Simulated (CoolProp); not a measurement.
The numbers come from the reference Helmholtz-energy equation of state, Lemmon 2016 in CoolProp.

Task: Give the vapour pressure (MPa), vapour density (kg/m³), enthalpy of vaporisation (kJ/kg), liquid cp (kJ/(kg K)) of saturated R115 at 190.8, 217.6 K.

Result: 
| T (K) | p (MPa) | vapour density (kg/m³) | enthalpy of vaporisation (kJ/kg) | liquid cp (kJ/(kg K)) |
|---|---|---|---|---|
| 190.8 | 0.00874 | 0.857 | 140 | 0.873 |
| 217.6 | 0.0458 | 4.00 | 131 | 0.907 |
